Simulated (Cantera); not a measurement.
A closed system holds: 1 mol SiHCl3, 67 mol N2, equilibrated at 1073 K and 1.00 Torr.

Equilibrium computed with Cantera from the NASA thermochemical tables; the gas is ideal and each condensed phase is pure. Candidate condensed phases: NH4Cl, Si, Si3N4; 28 gas species. N2 is the only nitrogen source here; it is nearly inert below about 1500 K, so the nitride shown seldom forms there in practice. The tables' values for SiCl3 are old estimates; treat these amounts as uncertain. Rates play no part.

Base state: N2 0.978, HCl 0.0139, SiCl4 0.00739, H2 0.000362, SiCl3 0.000141, SiCl2 4.31e-5 (mole fractions); condensed: Si3N4(s).

What changes in the equilibrium state with this change: N2 from 67 to 2.7 mol?


| species | before | after |
|---|---|---|
| N2 | 0.978 | 0.622 |
| HCl | 0.0139 | 0.214 |
| SiCl4 | 0.00739 | 0.140 |
| H2 | 0.000362 | 0.0227 |
| SiHCl3 | 2.35e-6 | 0.000182 |
| SiCl3 | 0.000141 | 0.00138 |
| SiCl2 | 4.31e-5 | 0.000218 |
| Si3N4(s), mol | 0.161 | 0.151 |
